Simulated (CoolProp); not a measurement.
The numbers come from the reference Helmholtz-energy equation of state, Lemmon 2016 in CoolProp.

For R365MFC, give the phase and the cp (kJ/(kg K)), Joule-Thomson coefficient (K/MPa) at 41.25 °C and 175 kPa; 157.25 °C and 76.4 kPa; 153.25 °C and 17.7 kPa.


- 41.25 °C and 175 kPa: liquid; cp 1.41, Joule-Thomson coefficient -0.247
- 157.25 °C and 76.4 kPa: gas; cp 1.22, Joule-Thomson coefficient 8.93
- 153.25 °C and 17.7 kPa: gas; cp 1.21, Joule-Thomson coefficient 9.08
